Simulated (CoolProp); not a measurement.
Vapour-liquid equilibrium of ethane (1) + C2F6 (R116) (2) at 212.9 K; x and y are mole fractions of (1).

Computed with CoolProp (multi-fluid Helmholtz-energy mixture model, Bücker 2006 and Lemmon 2006; pair parameters Bell 2016).

| x | bubble pressure, mixture model (MPa) | bubble pressure, Raoult's law (MPa) | y, mixture model | y, Raoult's law |
|---|---|---|---|---|
| 0.05 | 0.2804 | 0.2480 | 0.170 | 0.076 |
| 0.2 | 0.3770 | 0.2680 | 0.452 | 0.280 |
| 0.35 | 0.4324 | 0.2881 | 0.574 | 0.456 |
| 0.5 | 0.4558 | 0.3082 | 0.634 | 0.609 |
| 0.65 | 0.4628 | 0.3282 | 0.672 | 0.743 |
| 0.8 | 0.4582 | 0.3483 | 0.723 | 0.861 |
| 0.95 | 0.4147 | 0.3684 | 0.872 | 0.967 |

The largest gap from Raoult's law is +50.1 % in bubble pressure, at x = 0.35. y crosses x between x = 0.65 and 0.8: the model has an azeotrope there.

The pair parameters rest on a limited set of measurements; away from them the model extrapolates. With so large a gap from Raoult's law the liquid may split in two, which this calculation doesn't test in full.
